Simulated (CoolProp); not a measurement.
Properties of propane at several states.

Computed with CoolProp (reference Helmholtz-energy equation of state, Lemmon 2009).

```
T (K)  p (MPa)          phase  density (kg/m³)  speed of sound (m/s)  expansivity (1/kK)
-----  -------  -------------  ---------------  --------------------  ------------------
130.2   0.0275         liquid            687.5                  1832               1.469
361.8    0.119            gas            1.762                 272.5               2.856
559.9   0.0806            gas           0.7646                 336.2               1.797
472       15.3  supercritical            264.7                 331.7               5.641
114.8    0.741         liquid            703.3                  1939               1.439
566.7   0.0119            gas           0.1114                 338.4               1.766
```
